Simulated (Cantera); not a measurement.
Hydrogen reduction and annealing atmospheres: PbO + H2 + H2O

Input: 1 mol PbO, 3.8 mol H2, 0.21 mol H2O, equilibrated at 67.0 Pa.

Method: chemical equilibrium by Gibbs-energy minimisation in Cantera with the NASA 1993 tables (ideal gas, pure condensed phases). Candidate condensed phases: H2O, Pb, PbO, PbO2, Pb3O4; 12 gas species. The numbers say what is thermodynamically allowed, not how fast it happens.

```
T (K)   x H2  x H2O   x Pb       x H      x OH     x PbO      x O
-----  -----  -----  -----  --------  --------  --------  -------
1450   0.559  0.241  0.200  0.000273   2.83e-6   2.34e-5  1.23e-9
1500   0.559  0.241  0.200  0.000508   6.27e-6   3.30e-5  4.95e-9
1550   0.558  0.241  0.199  0.000909   1.32e-5   4.54e-5  1.83e-8
1600   0.558  0.241  0.199   0.00157   2.66e-5   6.13e-5  6.21e-8
1650   0.557  0.241  0.199   0.00262   5.12e-5   8.12e-5  1.96e-7
1700   0.556  0.241  0.199   0.00424   9.50e-5  0.000106  5.81e-7
1750   0.554  0.240  0.199   0.00669  0.000170  0.000136  1.62e-6
1800   0.551  0.240  0.198    0.0103  0.000295  0.000172  4.26e-6
1850   0.547  0.239  0.198    0.0154  0.000497  0.000215  1.06e-5
1900   0.542  0.238  0.197    0.0226  0.000813  0.000266  2.54e-5
1950   0.534  0.236  0.196    0.0324   0.00130  0.000325  5.82e-5
```
x: gas mole fraction; nothing condenses.

From 1450 K to 1950 K nothing is condensed. The main Pb-bearing gas is Pb throughout.
